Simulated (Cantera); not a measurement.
An isothermal, constant-pressure homogeneous reactor starts with NH3 : H2 = 1 : 4.7 (molar parts), at 2150 K and 21000 Pa.

Cantera simulation using the gas-phase N/H chemistry of the illustrative SiF4/NH3 mechanism in the Surface Chemkin manual (1991); the numbers are that mechanism's predictions, not measurements. Walls and surfaces, which speed up NH3 decomposition in real reactors, are not modelled.

One state of this run: x NH3 = 0.151; x H2 = 0.837; x H = 0.00127; x N2H4 = 1.52e-8; x NH2 = 0.000696; x N2 = 0.0100. x: mole fraction; the columns are a selection and need not sum to one.

**Question.** Which value of t (s) does it belong to?
A) 0.0374
B) 0.214
C) 0.00654
D) 0.000478

**Answer.** C, 0.00654
